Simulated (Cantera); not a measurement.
An isothermal, constant-pressure homogeneous reactor starts with CH3OH : O2 : N2 = 0.0087 : 0.0028 : 1 (molar parts), at 1500 K and 10.0 bar.

Detailed kinetics in Cantera: GRI-Mech 3.0 (53 species, 325 reactions). GRI-Mech 3.0 was tuned for natural gas; its chemistry of methanol as a main component is partial and can be far from experiment.

One state of this run: x CH3OH = 2.33e-9; x O2 = 3.13e-7; x HCO = 1.87e-9; x H2O = 0.00500; x CH2CO = 1.34e-8. x: mole fraction; the columns are a selection and need not sum to one.

Question: Which value of t (s) does it belong to?
(A) 0.0458
(B) 0.000256
(C) 0.000936
(D) 0.0125

Answer: C, 0.000936
